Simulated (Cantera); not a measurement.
Input: 1 mol Si₃H₈, 0.009 mol Cl₂, 380 mol H₂, at 69.0 mbar.

Method: chemical equilibrium by Gibbs-energy minimisation in Cantera with the NASA 1993 tables (ideal gas, pure condensed phases). Candidate condensed phases: Si; 19 gas species. The feed counts by its element totals alone. Rates play no part.

Question: At 1398 K, list the 3 most abundant gas species with their mole fractions, and the condensed phases.

Answer: H₂ 1.000, HCl 4.69e-5, H 1.80e-5. Condensed: Si(s).
